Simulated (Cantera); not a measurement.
An adiabatic, constant-pressure homogeneous reactor starts with 2.89 % CH4, 0.0954 % C2H6, 0.983 % C3H8, 11.0 % O2, 85.0 % N2, at 1075 K and 21.7 atm.

Detailed kinetics in Cantera: GRI-Mech 3.0 (53 species, 325 reactions). GRI-Mech 3.0 was tuned for natural gas; its chemistry of propane as a main component is partial and can be far from experiment. The pressure lies above the range GRI-Mech 3.0 was tuned for (to about 10 atm).

Predict: time of steepest temperature rise; temperature at 2.00 s; equilibrium temperature; x(H2) at 2.00 s; x(NO2) at 2.00 s; x(H2O) at 2.00 s.


| Item | Result |
|---|---|
| time of steepest temperature rise | 9.62 ms |
| temperature at 2.00 s | 2216 K |
| equilibrium temperature | 2216 K |
| x(H2) at 2.00 s | 0.000793 (gas-phase equilibrium 0.000793) |
| x(NO2) at 2.00 s | 4.15e-7 (gas-phase equilibrium 4.15e-7) |
| x(H2O) at 2.00 s | 0.0977 (gas-phase equilibrium 0.0977) |
